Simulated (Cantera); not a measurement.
Feed: 1 mol PbO, 8.8 mol N2, equilibrated at 533 Torr.

Cantera equilibrium calculation (NASA polynomials, part measured and part estimated; ideal gas, pure solids and liquids). Candidate condensed phases: Pb, PbO, PbO2, Pb3O4; 12 gas species. Gases not in the tables: (PbO)n polymers. Rates play no part. All values below are at 1348 K.

Base state: N2 0.998, PbO 0.00142, Pb 0.000246, O2 0.000116, NO 1.42e-5 (mole fractions); condensed: PbO(l).

### Question
What changes in the equilibrium state with this change: PbO replaced by HgO?

### Answer
```tsv
species	before	after
N2	0.998	0.854
Hg	0	0.0971
O2	0.000116	0.0484
PbO	0.00142	0
Pb	0.000246	0
NO	1.42e-5	0.000267
PbO(l), mol	0.985	0
```
Further candidate phases: Hg, HgO.

### Question
What changes in the equilibrium state with this change: PbO replaced by Pb?

### Answer
```json
[
 {"species": "N2", "before": "0.998", "after": "0.993"},
 {"species": "Pb", "before": "0.000246", "after": "0.00673"},
 {"species": "PbO", "before": "0.00142", "after": "0"},
 {"species": "O2", "before": "0.000116", "after": "0"},
 {"species": "NO", "before": "1.42e-5", "after": "0"},
 {"species": "PbO(l), mol", "before": "0.985", "after": "0"},
 {"species": "Pb(l), mol", "before": "0", "after": "0.940"}
]
```
